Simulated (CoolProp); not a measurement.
CH2F2 (R32) at 430 K and 3.23 MPa is throttled through a valve to 2.02 MPa with no heat exchange. Each further row changes one setting.

Values from CoolProp's reference Helmholtz-energy equation of state, Tillner-Roth 1997.

```json
[
 {"case": "as stated", "temperature change (K)": "-9.6", "final density (kg/m³)": "32.4"},
 {"case": "outlet pressure 0.606 MPa", "temperature change (K)": "-22.1", "final density (kg/m³)": "9.52"},
 {"case": "outlet pressure 2.63 MPa", "temperature change (K)": "-4.7", "final density (kg/m³)": "42.5"}
]
```
